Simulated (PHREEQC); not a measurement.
Consider water at 49 °C with 0.0041 mol/kgw HF, 0.00049 mol/kgw CsF and 0.13 mol/kgw (NH4)2SiF6. Closed to the air; pH follows from the charge balance.

All values are PHREEQC results (ion-association model, wateq4f.dat), not measurements.

Each row changes one thing in this solution. No solid was allowed to form.

```
case                                 pH  ionic strength (mol/kgw)  HF (mol/kgw)  F- (mol/kgw)  HF2- (mol/kgw)  H2F2 (mol/kgw)
---------------------------------  ----  ------------------------  ------------  ------------  --------------  --------------
as made                            2.94                     0.391       0.00536       0.00337         8.54e-5         3.31e-5
(NH4)2SiF6 left out                3.03                   0.00147       0.00308       0.00145         1.94e-5         1.00e-5
CsF left out                       2.90                     0.391       0.00545       0.00314         8.09e-5         3.43e-5
diluted 10-fold with water            ?                         ?       0.00358       0.00279         4.36e-5         1.36e-5
HF from 0.0041 to 0.00041 mol/kgw     ?                     0.390       0.00430       0.00396         8.07e-5         2.14e-5
```

**Question.** Fill in the missing entries.

**Answer.** 
- diluted 10-fold with water, pH: 3.17
- diluted 10-fold with water, ionic strength (mol/kgw): 0.0388
- HF from 0.0041 to 0.00041 mol/kgw, pH: 3.10

Some of these states are supersaturated (in Quartz (slow to form), Chalcedony (slow to form), for instance). At this temperature some constants are extrapolated from 25 °C, and those without enthalpy data are left unchanged. SiF6-2 is the database's only silicon fluoride.
